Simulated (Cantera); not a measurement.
A Cantera script and its output.

```python
import numpy as np
import cantera as ct

gas = ct.Solution("gri30.yaml")
gas.TPX = 1000, 69000, {'N2O': 1, 'H2O': 0.17}
reactor = ct.IdealGasConstPressureReactor(gas, energy="off", clone=False)
net = ct.ReactorNet([reactor])
net.rtol, net.atol = 1e-08, 1e-18
show = ['N2O', 'H2O', 'NO', 'O2', 'O', 'NO2']
times = np.geomspace(4e-05, 20, 9)

steps = ct.SolutionArray(gas, extra=["t"])
rows = []
print(f"{'t/s':>10s}{'T/K':>9s}{'P/Pa':>11s}" + "".join(f"{s:>11s}" for s in show))
for t in times:
    while net.time < t:
        t_next = net.step()
        steps.append(gas.state, t=t_next)
    rows.append([np.interp(t, steps.t, y) for y in (steps.T, steps.P, *steps(*show).X.T)])
    print(f"{t:10.3e}{rows[-1][0]:9.1f}{rows[-1][1]:11.4g}" + "".join(f"{x:11.3e}" for x in rows[-1][2:]))
rate = np.gradient(steps.T, steps.t)
print("integrator steps:", len(steps.t))
if steps.T.max() > steps.T[0] + 200:
    print(f"time of steepest temperature rise: {steps.t[rate.argmax()]:.4e} s")
gas.TPX = 1000, 69000, {'N2O': 1, 'H2O': 0.17}
gas.equilibrate("TP")
print(f"equilibrium (TP): T = {gas.T:.1f} K  " + "  ".join(f"{s} {gas[s].X[0]:.3e}" for s in show))
```

Output:

```
       t/s      T/K       P/Pa        N2O        H2O         NO         O2          O        NO2
 4.000e-05   1000.0    6.9e+04  8.547e-01  1.453e-01  4.975e-09  5.975e-08  5.312e-08  2.606e-15
 2.063e-04   1000.0    6.9e+04  8.547e-01  1.453e-01  4.133e-08  4.964e-07  6.203e-08  2.946e-13
 1.064e-03   1000.0    6.9e+04  8.547e-01  1.453e-01  2.320e-07  2.791e-06  6.201e-08  1.097e-10
 5.485e-03   1000.0    6.9e+04  8.547e-01  1.453e-01  1.176e-06  1.495e-05  6.196e-08  4.028e-08
 2.828e-02   1000.0    6.9e+04  8.545e-01  1.453e-01  4.431e-06  8.112e-05  6.184e-08  1.848e-06
 1.459e-01   1000.0    6.9e+04  8.534e-01  1.452e-01  1.277e-05  4.233e-04  6.117e-08  1.946e-05
 7.521e-01   1000.0    6.9e+04  8.482e-01  1.450e-01  5.570e-05  2.177e-03  5.766e-08  1.048e-04
 3.878e+00   1000.0    6.9e+04  8.220e-01  1.436e-01  4.141e-04  1.098e-02  4.983e-08  3.229e-04
 2.000e+01   1000.0    6.9e+04  7.058e-01  1.377e-01  2.414e-03  5.049e-02  4.090e-08  5.299e-04
integrator steps: 1090
equilibrium (TP): T = 1000.0 K  N2O 1.948e-09  H2O 1.018e-01  NO 3.275e-05  O2 2.994e-01  O 1.042e-10  NO2 1.742e-06
```

Detailed kinetics in Cantera: GRI-Mech 3.0 (53 species, 325 reactions). GRI-Mech 3.0 was tuned for natural gas; its chemistry of N2O as a main component is partial and can be far from experiment. The mechanism lacks the step 2 NO + O2 → 2 NO2, which can matter for NO2 below about 1400 K. The temperature is held fixed by assumption; the heat of reaction is taken as removed at once.
